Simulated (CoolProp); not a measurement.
Computed with CoolProp (reference Helmholtz-energy equation of state, Lemmon 2006). It is a short technical equation, of lower accuracy than the large ones.

### Question
For C2F6 (R116), give the phase and the density (kg/m³), isothermal compressibility (1/MPa) at 263.5 K and 4.02 MPa; 275 K and 4.02 MPa; 344.2 K and 4.02 MPa.

### Answer
- 263.5 K and 4.02 MPa: liquid; density 1270, isothermal compressibility 0.0134
- 275 K and 4.02 MPa: liquid; density 1190, isothermal compressibility 0.0218
- 344.2 K and 4.02 MPa: supercritical; density 270, isothermal compressibility 0.354
